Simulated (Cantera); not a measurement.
An adiabatic, constant-volume homogeneous reactor starts with 2.51 % C3H8, 20.5 % O2, 77.0 % N2, at 1250 K and 2.60 bar.

Model: GRI-Mech 3.0 (53 species, 325 reactions), integrated in Cantera. GRI-Mech 3.0 was tuned for natural gas; its chemistry of propane as a main component is partial and can be far from experiment.

**Question.** Predict: time of steepest temperature rise; temperature at 1.00 s; equilibrium temperature; x(O2) at 1.00 s.

**Answer.** 
```json
{
 "time_of_steepest_temperature_rise": "1.33 ms",
 "temperature at 1.00 s": "2659 K",
 "equilibrium_temperature": "2659 K",
 "x(O2) at 1.00 s": "0.0695 (gas-phase equilibrium 0.0695)"
}
```
